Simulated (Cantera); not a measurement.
Charge: 1 mol Si2H6, 0.57 mol HCl, 13 mol N2, equilibrated at 1773 K and 150000 Pa.

Cantera equilibrium calculation (NASA polynomials, part measured and part estimated; ideal gas, pure solids and liquids). Candidate condensed phases: NH4Cl, Si, Si3N4; 28 gas species. The feed counts by its element totals alone. The tables' values for SiCl3 are old estimates; treat these amounts as uncertain. Rates play no part.

Base state: N2 0.766, H2 0.197, HCl 0.0360, SiCl2 0.000609, H 0.000103, SiCl3 3.45e-5, Cl 1.45e-5 (mole fractions); condensed: Si3N4(s).

What changes in the equilibrium state with this change: HCl from 0.57 to 1.4 mol?


```tsv
species	before	after
N2	0.766	0.727
H2	0.197	0.190
HCl	0.0360	0.0789
SiCl2	0.000609	0.00314
SiCl4	3.31e-6	8.51e-5
SiCl3	3.45e-5	0.000397
SiHCl3	4.26e-6	4.81e-5
Si3N4(s), mol	0.663	0.647
```
